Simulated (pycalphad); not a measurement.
An equivalent pycalphad script:

```python
from pycalphad import Database, equilibrium, calculate, variables as v
import numpy as np
db = Database('COST507.tdb')
comps = ['AL', 'MG', 'SI', 'VA']
phases = ['ALMG_BETA', 'ALMG_EPS', 'ALMG_GAMMA', 'DIAMOND_A4', 'FCC_A1', 'HCP_A3', 'LIQUID', 'MG2SI']
eq = equilibrium(db, comps, phases, {v.X('MG'): 0.0391, v.X('SI'): 0.0068, v.T: np.arange(1650, 349, -40), v.P: 101325, v.N: 1}, output=['HM', 'SM'])
```

Computed with pycalphad from the COST 507 light-alloy database (1999), at 1 atm. No gas phase is included, though pure Mg would boil below 1377 °C. The data set is of 1999 and partly superseded. Amounts are mole fractions of atoms. Diffusion is slow at the low end, where real alloys seldom reach equilibrium.

Results at three of the temperatures:

```
T = 1610.00 K, P = 101325 Pa, N = 1 mol of atoms
G = -95407 J/mol, H = 50104 J/mol, S = 90.38 J/(mol K)  (SER reference)
chemical potentials (J/mol): Al -93183, Mg -141719, Si -141186
phase             fraction      x(Al)      x(Mg)      x(Si)
LIQUID              1.0000     0.9541     0.0391     0.0068
```

```
T = 1330.00 K, P = 101325 Pa, N = 1 mol of atoms
G = -70925 J/mol, H = 41195 J/mol, S = 84.30 J/(mol K)  (SER reference)
chemical potentials (J/mol): Al -69044, Mg -110819, Si -105320
phase             fraction      x(Al)      x(Mg)      x(Si)
LIQUID              1.0000     0.9541     0.0391     0.0068
```

```
T = 690.00 K, P = 101325 Pa, N = 1 mol of atoms
G = -25349 J/mol, H = 10295 J/mol, S = 51.66 J/(mol K)  (SER reference)
chemical potentials (J/mol): Al -24509, Mg -42232, Si -46187
phase             fraction      x(Al)      x(Mg)      x(Si)
FCC_A1              0.9797     0.9739     0.0261   2.07e-05
MG2SI               0.0203       none     0.6667     0.3333
```

Changes of the phase set, refined by bisection:

```
T (°C)          phases above             phases below
------  --------------------  -----------------------
638.8                 liquid             fcc + liquid
593.8           fcc + liquid     fcc + liquid + MG2SI
593.3   fcc + liquid + MG2SI              fcc + MG2SI
156.5            fcc + MG2SI  ALMG_BETA + fcc + MG2SI
```

Database names, with the compositions (at.%) that they take in these runs: MG2SI: Mg 67 Si 33; ALMG_BETA: Al 61 Mg 39. FCC_A1 is fcc. An entry "none" or "no" means that the model of the phase leaves that element out.
